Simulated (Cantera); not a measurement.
Input (Python, Cantera):

```python
import numpy as np
import cantera as ct

gas = ct.Solution("gri30.yaml")
gas.TPX = 1525, 250000, {'CH4': 1, 'O2': 5.13, 'N2': 13.8}
reactor = ct.IdealGasConstPressureReactor(gas, energy="on", clone=False)
net = ct.ReactorNet([reactor])
net.rtol, net.atol = 1e-08, 1e-16
show = ['CH4', 'O2', 'C2H', 'H2', 'HCN']
times = np.geomspace(4e-06, 6, 11)

steps = ct.SolutionArray(gas, extra=["t"])
rows = []
print(f"{'t/s':>10s}{'T/K':>9s}{'P/Pa':>11s}" + "".join(f"{s:>11s}" for s in show))
for t in times:
    while net.time < t:
        t_next = net.step()
        steps.append(gas.state, t=t_next)
    rows.append([np.interp(t, steps.t, y) for y in (steps.T, steps.P, *steps(*show).X.T)])
    print(f"{t:10.3e}{rows[-1][0]:9.1f}{rows[-1][1]:11.4g}" + "".join(f"{x:11.3e}" for x in rows[-1][2:]))
rate = np.gradient(steps.T, steps.t)
print("integrator steps:", len(steps.t))
if steps.T.max() > steps.T[0] + 200:
    print(f"time of steepest temperature rise: {steps.t[rate.argmax()]:.4e} s")
gas.TPX = 1525, 250000, {'CH4': 1, 'O2': 5.13, 'N2': 13.8}
gas.equilibrate("HP")
print(f"equilibrium (HP): T = {gas.T:.1f} K  " + "  ".join(f"{s} {gas[s].X[0]:.3e}" for s in show))
```

Output:

```
       t/s      T/K       P/Pa        CH4         O2        C2H         H2        HCN
 4.000e-06   1525.0    2.5e+05  5.017e-02  2.574e-01  1.809e-24  8.862e-08  2.473e-18
 1.658e-05   1525.0    2.5e+05  5.017e-02  2.574e-01  3.470e-21  5.282e-07  5.496e-17
 6.875e-05   1525.1    2.5e+05  5.005e-02  2.573e-01  3.869e-17  8.521e-06  2.818e-15
 2.850e-04   2282.3    2.5e+05  1.793e-17  1.516e-01  1.068e-21  3.026e-03  1.784e-12
 1.182e-03   2472.4    2.5e+05  2.190e-19  1.533e-01  4.290e-25  7.946e-04  9.840e-13
 4.899e-03   2465.2    2.5e+05  2.014e-19  1.512e-01  3.576e-25  7.731e-04  1.379e-12
 2.031e-02   2451.2    2.5e+05  1.704e-19  1.473e-01  2.489e-25  7.326e-04  1.856e-12
 8.420e-02   2447.1    2.5e+05  1.620e-19  1.461e-01  2.233e-25  7.210e-04  1.941e-12
 3.491e-01   2447.1    2.5e+05  1.620e-19  1.461e-01  2.233e-25  7.210e-04  1.941e-12
 1.447e+00   2447.1    2.5e+05  1.620e-19  1.461e-01  2.233e-25  7.210e-04  1.941e-12
 6.000e+00   2447.1    2.5e+05  1.620e-19  1.461e-01  2.233e-25  7.210e-04  1.941e-12
integrator steps: 1816
time of steepest temperature rise: 2.6675e-04 s
equilibrium (HP): T = 2447.1 K  CH4 2.440e-19  O2 1.461e-01  C2H 2.466e-25  H2 7.210e-04  HCN 1.941e-12
```

Model: GRI-Mech 3.0 (53 species, 325 reactions), integrated in Cantera.
